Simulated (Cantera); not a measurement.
Input (Python, Cantera) and output of one run.

```python
import numpy as np
import cantera as ct

gas_names = """
    C CH CH2 CH3 CH4 C2 C2H C2H2,acetylene C2H2,vinylidene C2H3,vinyl C2H4 C2H5 C2H6 C3 C3H3,propargyl
    C3H4,allene C3H4,propyne C3H4,cyclo- C3H5,allyl C3H6,propylene C3H6,cyclo- C3H7,n-propyl
    C3H7,i-propyl C3H8 C4 C4H2 C4H4,1,3-cyclo- C4H6,butadiene C4H6,2-butyne C4H6,cyclo- C4H8,1-butene
    C4H8,cis2-buten C4H8,tr2-butene C4H8,isobutene C4H8,cyclo- C4H9,n-butyl C4H9,i-butyl C4H9,s-butyl
    C4H9,t-butyl C4H10,isobutane C4H10,n-butane C5 C5H6,1,3cyclo- C5H8,cyclo- C5H10,1-pentene
    C5H10,cyclo- C5H11,pentyl C5H11,t-pentyl C5H12,n-pentane C5H12,i-pentane CH3C(CH3)2CH3 C6H2
    C6H5,phenyl C6H6 C6H10,cyclo- C6H12,1-hexene C6H12,cyclo- C6H13,n-hexyl C7H7,benzyl C7H8
    C7H14,1-heptene C7H15,n-heptyl C7H16,n-heptane C8H8,styrene C8H10,ethylbenz C8H16,1-octene
    C8H17,n-octyl C8H18,isooctane C8H18,n-octane C9H19,n-nonyl C10H8,naphthale C10H21,n-decyl
    C12H9,o-bipheny C12H10,bipheny H H2 Ti
""".split()
cond_names = """
    C(gr) C6H6(L) C7H8(L) C8H18(L),n-octa Ti(a) Ti(b) Ti(L) TiC(s) TiC(L)
""".split()


def load(file, names, dense=False):
    # The tables refer to 1 bar. Condensed volumes are neglected.
    table = {s.name: s for s in ct.Species.list_from_file(file)}
    out = []
    for n in names:
        d = dict(table[n].input_data)
        d["thermo"] = dict(d["thermo"], **{"reference-pressure": 1e5})
        if dense:
            d["equation-of-state"] = {"model": "constant-volume", "density": "1e6 g/cm^3"}
        out.append(ct.Species.from_dict(d))
    return out


gas = ct.Solution(thermo="ideal-gas", species=load("nasa_gas.yaml", gas_names))
cond = {s.name: ct.Solution(thermo="fixed-stoichiometry", species=[s], name=s.name)
        for s in load("nasa_condensed.yaml", cond_names, dense=True)}
atoms = {
    'Ti': {'Ti': 1},
    'C3H8': {'C': 3, 'H': 8},
    'H2': {'H': 2},
}
top_T = {'C(gr)': 4500}  # K; cautious upper limits of use, not melting points


def equilibrate(T, P, feed):
    n = {}
    for name, mol in feed.items():
        for a, k in atoms[name].items():
            n[a] = n.get(a, 0.0) + k * mol
    gas.TPX = T, P, n
    mass = sum(n.values()) * gas.mean_molecular_weight
    gas.equilibrate("TP")
    valid = [c for c in cond.values() if c.min_temp <= T <= top_T.get(c.name, c.max_temp)]
    mix = ct.Mixture([(gas, mass / gas.mean_molecular_weight)] + [(c, 0.0) for c in valid])
    mix.T, mix.P = T, P
    mix.equilibrate("TP", solver="vcs", rtol=1e-11, max_steps=5000)
    return mix


results = []
feed = {'Ti': 1, 'C3H8': 0.38, 'H2': 17}  # mol
P = 13  # Pa
for T in [1648, 1698, 1748, 1798, 1848, 1898, 1948, 1998, 2048, 2098]:
    mix = equilibrate(T, P, feed)
    results.append((T, P, feed, dict(zip(mix.species_names, mix.species_moles))))
    x = sorted(zip(gas.X, gas.species_names), reverse=True)
    print(f"T = {T:g} K  P = {P:g} Pa  gas = {mix.phase_moles(0):.4g} mol")
    print("   x: " + "  ".join(f"{s} {v:.3e}" for v, s in x if v > 0.0001))
    print("   condensed (mol): " + ("  ".join(f"{mix.phase(i).name} {mix.phase_moles(i):.4g}"
          for i in range(1, mix.n_phases) if mix.phase_moles(i) > 1e-12) or "none"))
```

Output:

```
T = 1648 K  P = 13 Pa  gas = 18.59 mol
   x: H2 9.922e-01  H 7.780e-03
   condensed (mol): C(gr) 0.1383  TiC(s) 1
T = 1698 K  P = 13 Pa  gas = 18.64 mol
   x: H2 9.873e-01  H 1.260e-02
   condensed (mol): C(gr) 0.1373  TiC(s) 1
T = 1748 K  P = 13 Pa  gas = 18.71 mol
   x: H2 9.801e-01  H 1.984e-02  C2H2,acetylene 1.107e-04
   condensed (mol): C(gr) 0.1359  TiC(s) 1
T = 1798 K  P = 13 Pa  gas = 18.81 mol
   x: H2 9.694e-01  H 3.040e-02  C2H2,acetylene 1.672e-04
   condensed (mol): C(gr) 0.1337  TiC(s) 1
T = 1848 K  P = 13 Pa  gas = 18.95 mol
   x: H2 9.543e-01  H 4.543e-02  C2H2,acetylene 2.457e-04
   condensed (mol): C(gr) 0.1307  TiC(s) 1
T = 1898 K  P = 13 Pa  gas = 19.15 mol
   x: H2 9.334e-01  H 6.623e-02  C2H2,acetylene 3.512e-04
   condensed (mol): C(gr) 0.1265  TiC(s) 1
T = 1948 K  P = 13 Pa  gas = 19.44 mol
   x: H2 9.052e-01  H 9.429e-02  C2H2,acetylene 4.879e-04
   condensed (mol): C(gr) 0.121  TiC(s) 1
T = 1998 K  P = 13 Pa  gas = 19.82 mol
   x: H2 8.682e-01  H 1.311e-01  C2H2,acetylene 6.582e-04
   condensed (mol): C(gr) 0.1139  TiC(s) 0.9999
T = 2048 K  P = 13 Pa  gas = 20.33 mol
   x: H2 8.211e-01  H 1.780e-01  C2H2,acetylene 8.609e-04
   condensed (mol): C(gr) 0.105  TiC(s) 0.9997
T = 2098 K  P = 13 Pa  gas = 21 mol
   x: H2 7.631e-01  H 2.358e-01  C2H2,acetylene 1.089e-03
   condensed (mol): C(gr) 0.09441  TiC(s) 0.9992
```

These are equilibrium values from Cantera (NASA tables, ideal gas, pure condensed phases), not measurements of a reactor. TiC: taken at fixed stoichiometry.
